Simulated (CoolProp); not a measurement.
Vapour-liquid equilibrium of CHF3 (R23) (1) + R13 (2) at -48.15 °C; x and y are mole fractions of (1).

Values from CoolProp's multi-fluid Helmholtz-energy mixture model, Penoncello 2003 and Platzer 1990; pair parameters Bell 2016. This equation is an older, rougher fit; its heat capacities, sound speeds and derivatives of the liquid may be far off and weren't checked against measurements.

```tsv
x	bubble pressure (bar)	y at the bubble point	dew pressure at overall composition x (bar)	liquid density (mol/L)
0.05	4.907	0.118	4.661	13.39
0.2	5.714	0.326	5.221	13.86
0.35	6.110	0.443	5.806	14.43
0.5	6.273	0.531	6.235	15.13
0.65	6.265	0.616	6.218	15.98
0.8	6.053	0.724	5.828	17.00
0.95	5.483	0.904	5.327	18.22
```

y crosses x between x = 0.5 and 0.65: the model has an azeotrope there.

Pair parameters are fitted to limited data, so mixtures are less certain than the pure fluids.
